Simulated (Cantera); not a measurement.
An adiabatic, constant-volume homogeneous reactor starts with CH4 : O2 : N2 = 1 : 5.88 : 22.1 (molar parts), at 1773 K and 0.582 atm.

Detailed kinetics in Cantera: GRI-Mech 3.0 (53 species, 325 reactions).

### Question
Predict: time of steepest temperature rise; temperature at 0.400 s; equilibrium temperature; x(O2) at 0.400 s; x(CO2) at 0.400 s.

### Answer
| Property | Value |
|---|---|
| time of steepest temperature rise | 0.203 ms |
| temperature at 0.400 s | 2498 K |
| equilibrium temperature | 2498 K |
| x(O2) at 0.400 s | 0.121 (gas-phase equilibrium 0.121) |
| x(CO2) at 0.400 s | 0.0307 (gas-phase equilibrium 0.0307) |
